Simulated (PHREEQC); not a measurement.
Solution (20 °C): 0.0048 mol/kgw NaH2PO4. It is in equilibrium with CO2 at log p = -3.4 (atm). Otherwise closed; pH follows from the charge balance.

The numbers come from PHREEQC with the ion-association model, phreeqc.dat.

No solid was allowed to form.

Task: Estimate the pH, specific conductance.

Result: pH 4.83; specific conductance 337 µS/cm.

Task: In which forms is C present?

Result: CO2 97 %, HCO3- 2.9 % of the C.

Complexes and solids missing from the database can't appear.
